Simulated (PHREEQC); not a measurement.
A made-up water analysis in mg/kgw, 20 °C, pH 5.97, pe 10.1: Na 0.158; K 0.0618; Ca 0.326; Mg 0.332; Cl 0.897; S(6) as SO4 0.663; Alkalinity as HCO3 0.873; Cd 0.00225.

Valence states are taken as typed.

Equilibrium calculation in PHREEQC: ion-association model, phreeqc.dat.

```json
[
 {"quantity": "CO2 (mol/kgw)", "before": "3.93e-5", "after": "1.90e-5"},
 {"quantity": "HCO3- (mol/kgw)", "before": "1.54e-5", "after": "1.48e-5"},
 {"quantity": "MgSO4 (mol/kgw)", "before": "1.77e-8", "after": "1.77e-8"},
 {"quantity": "CaSO4 (mol/kgw)", "before": "8.79e-9", "after": "8.80e-9"},
 {"quantity": "MgHCO3+ (mol/kgw)", "before": "2.31e-9", "after": "2.23e-9"},
 {"quantity": "CaHCO3+ (mol/kgw)", "before": "1.40e-9", "after": "1.35e-9"},
 {"quantity": "SI of Otavite (CdCO3)", "before": "-4.84", "after": "-4.56"},
 {"quantity": "SI of Gypsum (CaSO4:2H2O)", "before": "-5.71", "after": "-5.71"}
]
```

Question: Which change was made?
A. S(6) from 0.663 to 0.332 mg/kgw
B. all concentrations times 2 at the same typed pH
C. temperature from 20 to 35 °C at the same typed pH
D. Cl from 0.897 to 1.79 mg/kgw
E. pH from 5.97 to 6.27 at the same alkalinity

Answer: E, pH from 5.97 to 6.27 at the same alkalinity

This is a speciation only: nothing precipitates in the calculation.
